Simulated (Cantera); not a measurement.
Input: 1 mol Cu₂O, a varied amount of H₂, 2.1 mol N₂, held at 1.00 bar.

These are equilibrium values from Cantera (NASA tables, ideal gas, pure condensed phases), not measurements of a reactor. Candidate condensed phases: Cu, CuO, Cu(OH)₂, Cu₂O, H₂O; 27 gas species. Equilibrium is a limit: real reactors are often held back by kinetics, nucleation or transport.

Task: What condenses at these points (T in K, n(H₂) in mol): (1023, 460); (2073, 610); (723, 1500); (1773, 820); (1473, 460)?

Result: 
```json
[
 {"T (K)": "1023", "n(H₂) in mol": "460", "condensed phases": "Cu", "Cu condensed (%)": "100.0"},
 {"T (K)": "2073", "n(H₂) in mol": "610", "condensed phases": "gas only", "Cu condensed (%)": "0.0"},
 {"T (K)": "723", "n(H₂) in mol": "1500", "condensed phases": "Cu", "Cu condensed (%)": "100.0"},
 {"T (K)": "1773", "n(H₂) in mol": "820", "condensed phases": "Cu", "Cu condensed (%)": "83.7"},
 {"T (K)": "1473", "n(H₂) in mol": "460", "condensed phases": "Cu", "Cu condensed (%)": "99.9"}
]
```
